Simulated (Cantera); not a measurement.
A Cantera script and its output.

```python
import numpy as np
import cantera as ct

gas = ct.Solution("gri30.yaml")
gas.TPX = 1225, 100000, {'H2': 0.47, 'O2': 1, 'N2': 2.6, 'H2O': 0.026}
inlet = ct.Reservoir(gas, clone=True)

reactor = ct.IdealGasConstPressureReactor(gas, energy="off", clone=False)
exhaust = ct.Reservoir(gas, clone=True)
tau = [2.2, 0.82, 0.3, 0.11, 0.043, 0.016, 0.0059, 0.0022, 0.00083, 0.00031][0]
for a, b in ((inlet, reactor), (reactor, exhaust)):
    ct.MassFlowController(a, b, mdot=lambda t: reactor.mass / tau)
net = ct.ReactorNet([reactor])
show = ['H2', 'O2', 'H2O2', 'H2O', 'O']

rows = []
print(f"{'tau/s':>10s}{'T/K':>9s}" + "".join(f"{s:>11s}" for s in show))
for tau in [2.2, 0.82, 0.3, 0.11, 0.043, 0.016, 0.0059, 0.0022, 0.00083, 0.00031]:
    net.initial_time = 0.0
    net.advance(30 * tau)
    before = gas.X
    net.advance(40 * tau)
    drift = np.max(np.abs(gas.X - before) / (gas.X + 1e-9))
    rows.append([gas.T, *gas[show].X, drift])
    print(f"{tau:10.3e}{gas.T:9.1f}" + "".join(f"{x:11.3e}" for x in gas[show].X))
```

It prints:

```
     tau/s      T/K         H2         O2       H2O2        H2O          O
 2.200e+00   1225.0  3.974e-05  1.981e-01  1.871e-07  1.284e-01  4.308e-06
 8.200e-01   1225.0  7.790e-05  1.981e-01  3.111e-07  1.283e-01  8.657e-06
 3.000e-01   1225.0  1.544e-04  1.981e-01  5.196e-07  1.282e-01  1.775e-05
 1.100e-01   1225.0  3.030e-04  1.982e-01  8.694e-07  1.280e-01  3.639e-05
 4.300e-02   1225.0  5.603e-04  1.982e-01  1.402e-06  1.277e-01  7.081e-05
 1.600e-02   1225.0  1.041e-03  1.984e-01  2.245e-06  1.272e-01  1.404e-04
 5.900e-03   1225.0  1.883e-03  1.986e-01  3.392e-06  1.262e-01  2.733e-04
 2.200e-03   1225.0  3.281e-03  1.989e-01  4.749e-06  1.245e-01  5.130e-04
 8.300e-04   1225.0  5.543e-03  1.995e-01  6.250e-06  1.217e-01  9.277e-04
 3.100e-04   1225.0  9.259e-03  2.004e-01  7.906e-06  1.171e-01  1.635e-03
```

Computed with Cantera and GRI-Mech 3.0 (53 species, 325 reactions). The temperature is held fixed by assumption; the heat of reaction is taken as removed at once.
